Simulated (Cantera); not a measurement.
Input: 1 mol Pb, 0.052 mol CO, 3 mol N2, at 798 K and 12000 Pa.

Equilibrium computed with Cantera from the NASA thermochemical tables; the gas is ideal and each condensed phase is pure. Candidate condensed phases: C, Pb, PbO, PbO2, Pb3O4; 27 gas species. Rates play no part.

Base state: N2 0.985, CO 0.0129, CO2 0.00210 (mole fractions); condensed: C(graphite) + Pb(l).

What changes in the equilibrium state with this change: temperature from 798 K to 1473.15 K?


```tsv
species	before	after
N2	0.985	0.828
Pb	4.77e-7	0.157
CO	0.0129	0.0144
CO2	0.00210	2.09e-8
Pb2	<1e-9	5.53e-5
C(graphite), mol	0.00639	0
Pb(l), mol	1.000	0.430
```
